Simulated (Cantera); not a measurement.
Cantera run:

```python
import numpy as np
import cantera as ct

gas_names = """
    C CO CO2 C2 C2O C3 C3O2 C4 C5 O O2 O3 Ti TiO TiO2
""".split()
cond_names = """
    C(gr) Ti(a) Ti(b) Ti(L) TiC(s) TiC(L) TiO(a) TiO(b) TiO(L) TiO2(ru) TiO2(L) Ti2O3(a) Ti2O3(b)
    Ti2O3(L) Ti3O5(a) Ti3O5(b) Ti3O5(L) Ti4O7(s) Ti4O7(L)
""".split()


# ... load() reads the species with a 1 bar reference pressure and builds the phases ...
atoms = {
    'TiO2': {'Ti': 1, 'O': 2},
    'CO': {'C': 1, 'O': 1},
    'C': {'C': 1},
}
top_T = {'C(gr)': 4500}  # K; cautious upper limits of use, not melting points


# ... equilibrate(T, P, feed) seeds the gas with the atoms and calls Mixture.equilibrate('TP', solver="gibbs", rtol=1e-10, max_steps=50000) ...
results = []
feed = {'TiO2': 1, 'CO': 6.1, 'C': 0.42}  # mol
P = 27000  # Pa
for T in [1323, 1373, 1423, 1473, 1523, 1573, 1623, 1673]:
    mix = equilibrate(T, P, feed)
    results.append((T, P, feed, dict(zip(mix.species_names, mix.species_moles))))

top = {s: max(r[3][s] / sum(r[3][g] for g in gas_names) for r in results) for s in gas_names}
cols = sorted((s for s in top if top[s] > 0.001), key=lambda s: -top[s])[:8]
seen = [c for c in cond_names if any(r[3].get(c, 0) > 1e-12 for r in results)]
print("log10 of partial pressures in bar; condensed amounts in mol")
print(f"{'T/K':>10s}" + "".join(f"{s[:9]:>10s}" for s in cols + seen))
for T, P, feed, n in results:
    ng = sum(n[g] for g in gas_names)
    print(f"{T:10.4g}" + "".join(f"{np.log10(max(n[s] / ng * P / 1e5, 1e-99)):10.3f}" for s in cols)
          + "".join(f"{n.get(c, 0):10.4g}" for c in seen))
```

Result:

```
log10 of partial pressures in bar; condensed amounts in mol
       T/K        CO       CO2     C(gr)    TiC(s)  Ti2O3(b)  Ti3O5(b)  Ti4O7(s)
      1323    -0.569    -3.541    0.1768         0         0         0      0.25
      1373    -0.569    -3.781   0.09061         0         0    0.3333         0
      1423    -0.569    -4.003   0.08903         0         0    0.3333         0
      1473    -0.569    -4.210   0.08814         0         0    0.3333         0
      1523    -0.569    -4.333         0   0.03292         0    0.3224         0
      1573    -0.569    -4.308         0         0    0.2636    0.1576         0
      1623    -0.569    -4.218         0         0    0.2644    0.1571         0
      1673    -0.569    -4.134         0         0    0.2653    0.1564         0
```

Equilibrium computed with Cantera from the NASA thermochemical tables; the gas is ideal and each condensed phase is pure. Mutual solubility and eutectic melting of coexisting phases are not modelled. TiC: taken at fixed stoichiometry. Condensed phases not in the tables: Magnéli phases beyond Ti4O7.
